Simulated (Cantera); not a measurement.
## Hydrocarbon pyrolysis for carbon deposition

A perfectly stirred reactor is fed with CH4 : N2 = 1 : 4 (molar parts), at 5.33 Torr; it is held at 1825 K, and followed from long to short residence time.

Computed with Cantera and GRI-Mech 3.0 (53 species, 325 reactions). GRI-Mech 3.0 stops at C3 and has no aromatics, soot or wall deposition, so with more carbon than oxygen in the feed, carbon stays in small species such as C2H2 where larger ones or solid carbon would form. Radical loss at walls, strong at low pressure, is not modelled.

```
τ (s)      x CH4      x H2   x C2H6     x C2H    x C2H4
-------  -------  --------  -------  --------  --------
15       0.00407     0.244  1.72e-7   3.78e-6   2.03e-5
4.3       0.0102     0.236  7.08e-7   2.77e-6   7.85e-5
1.2       0.0238     0.218  2.64e-6   2.03e-6  0.000317
0.35      0.0493     0.185  7.97e-6   1.43e-6   0.00113
0.098     0.0949     0.125  1.83e-5   7.95e-7   0.00346
0.028      0.160    0.0426  1.83e-5   1.74e-7   0.00532
0.0079     0.196   0.00302  3.27e-6   5.30e-9  0.000714
0.0022     0.199  0.000306  2.31e-7  5.48e-11   1.99e-5
0.00064    0.200   7.59e-5  1.27e-8    <1e-12   4.81e-7
```
x: mole fraction; the columns are a selection and need not sum to one.
